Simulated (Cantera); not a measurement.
# Ta + H2O (tantalum, niobium, vanadium and zirconium in process gases)

A closed system holds: 1 mol Ta, 0.036 mol H2O, equilibrated at 0.825 Torr.

Method: chemical equilibrium by Gibbs-energy minimisation in Cantera with the NASA 1993 tables (ideal gas, pure condensed phases). Candidate condensed phases: H2O, Ta, Ta2O5; 12 gas species. Mutual solubility and eutectic melting of coexisting phases are not modelled. Condensed phases not in the tables: N, O or C dissolved in the metal. Equilibrium is a limit: real reactors are often held back by kinetics, nucleation or transport.

| T (°C) | log p H2 | log p H | log p TaO2 | log p TaO | log p H2O | n Ta(s) | n Ta2O5(s) | n Ta2O5(l) |
|---|---|---|---|---|---|---|---|---|
| 850 | -2.96 | -8.85 | <-14 | <-14 | -8.78 | 0.986 | 0.00720 | 0 |
| 1000 | -2.96 | -7.63 | -14.77 | <-14 | -7.93 | 0.986 | 0.00720 | 0 |
| 1150 | -2.96 | -6.66 | -12.20 | -12.85 | -7.27 | 0.986 | 0.00720 | 0 |
| 1300 | -2.96 | -5.87 | -10.12 | -10.80 | -6.74 | 0.986 | 0.00720 | 0 |
| 1450 | -2.96 | -5.22 | -8.42 | -9.12 | -6.31 | 0.986 | 0.00720 | 0 |
| 1600 | -2.97 | -4.67 | -7.01 | -7.72 | -5.96 | 0.986 | 0.00719 | 0 |
| 1750 | -2.99 | -4.21 | -5.81 | -6.53 | -5.68 | 0.986 | 0.00716 | 0 |
| 1900 | -3.03 | -3.83 | -4.85 | -5.54 | -5.50 | 0.985 | 0 | 0.00695 |
| 2050 | -3.16 | -3.54 | -4.04 | -4.69 | -5.44 | 0.984 | 0 | 0.00543 |
| 2200 | -3.45 | -3.38 | -3.62 | -4.09 | -5.72 | 0.979 | 0 | 0 |
| 2350 | -3.71 | -3.23 | -3.78 | -3.82 | -6.23 | 0.977 | 0 | 0 |
| 2500 | -4.07 | -3.16 | -4.01 | -3.64 | -6.86 | 0.972 | 0 | 0 |
log p: log10 of the partial pressure in bar; n: condensed amount in mol.

From 850 °C to 1750 °C the condensed part is Ta(s) + Ta2O5(s). From 1900 °C to 2050 °C the condensed part is Ta(s) + Ta2O5(l). From 2200 °C to 2500 °C the condensed part is Ta(s).
